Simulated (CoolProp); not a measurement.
Values from CoolProp's reference Helmholtz-energy equation of state, McLinden 2015.

Question: For the fluoroketone C6F12O (FK-5-1-12), give the phase and the density (kg/m³), cv (kJ/(kg K)), Joule-Thomson coefficient (K/MPa), expansivity (1/kK) at 422.1 K and 1.61 bar; 360.9 K and 26.3 bar; 207.4 K and 71.1 bar.

Answer: 
- 422.1 K and 1.61 bar: gas; density 15.0, cv 0.959, Joule-Thomson coefficient 9.67, expansivity 2.71
- 360.9 K and 26.3 bar: liquid; density 1420, cv 0.934, Joule-Thomson coefficient -0.0550, expansivity 2.52
- 207.4 K and 71.1 bar: liquid; density 1870, cv 0.891, Joule-Thomson coefficient -0.345, expansivity 1.38
